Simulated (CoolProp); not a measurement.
Properties of octamethylcyclotetrasiloxane (D4) along the isobar 0.377 MPa (Tc = 313.4 °C, pc = 1.347 MPa, ω = 0.598).

Computed with CoolProp (reference Helmholtz-energy equation of state, Thol 2015).

```
T (°C)   phase        Z  cv (kJ/(kg K))  Joule-Thomson coefficient (K/MPa)  expansivity (1/kK)  fugacity coefficient
------  ------  -------  --------------  ---------------------------------  ------------------  --------------------
175.45  liquid  0.03907           1.713                                  …               1.825                0.2551
188.65  liquid  0.03892           1.745                           -0.06313               1.958                0.3446
201.85  liquid  0.03887           1.776                           0.006484               2.126                0.4537
215.05  liquid  0.03895           1.807                            0.09713               2.344                0.5835
228.25  liquid  0.03918           1.838                             0.2211               2.642                0.7342
241.35     gas   0.8080               …                              18.72               4.188                0.8400
254.55     gas   0.8299           1.852                              16.24               3.713                0.8547
267.75     gas   0.8482           1.877                              14.31               3.354                0.8678
280.95     gas   0.8638               …                              12.75               3.073                0.8794
294.15     gas   0.8773           1.927                              11.47               2.846                0.8897
307.35     gas   0.8890           1.951                              10.40               2.657                0.8990
320.45     gas   0.8992           1.974                              9.490               2.500                0.9074
333.65     gas   0.9083           1.997                              8.706               2.364                0.9149
346.85     gas   0.9164           2.019                              8.025               2.246                0.9218
```

Task: Some entries are withheld; supply them.

Result: 
- 175.45, Joule-Thomson coefficient (K/MPa): -0.1186
- 241.35, cv (kJ/(kg K)): 1.826
- 280.95, cv (kJ/(kg K)): 1.902
